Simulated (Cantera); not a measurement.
Cantera run, input and output.

```python
import numpy as np
import cantera as ct

gas = ct.Solution("gri30.yaml")


def delay(T, t_max=10):
    gas.TPX = T, 47000, {'CH4': 1, 'O2': 3.85, 'N2': 14.5}
    reactor = ct.IdealGasReactor(gas, clone=False)
    net = ct.ReactorNet([reactor])
    net.rtol, net.atol = 1e-8, 1e-16
    while net.time < t_max:
        t_old, T_old = net.time, reactor.T
        net.step()
        if reactor.T > T + 400:  # ignition: a rise of 400 K
            return t_old + (T + 400 - T_old) / (reactor.T - T_old) * (net.time - t_old)
    return np.nan


taus = []
for T in [1075, 1150, 1225, 1300, 1375, 1450, 1525, 1600, 1675, 1750]:
    taus.append(delay(T))
    print(f"T0 = {T:6g} K   tau = {taus[-1]:.4e} s")
```

Output:

```
T0 =   1075 K   tau = 4.3155e-01 s
T0 =   1150 K   tau = 1.2508e-01 s
T0 =   1225 K   tau = 4.0321e-02 s
T0 =   1300 K   tau = 1.4493e-02 s
T0 =   1375 K   tau = 5.8529e-03 s
T0 =   1450 K   tau = 2.6683e-03 s
T0 =   1525 K   tau = 1.3597e-03 s
T0 =   1600 K   tau = 7.5680e-04 s
T0 =   1675 K   tau = 4.5003e-04 s
T0 =   1750 K   tau = 2.8168e-04 s
```

Model: GRI-Mech 3.0 (53 species, 325 reactions), integrated in Cantera.
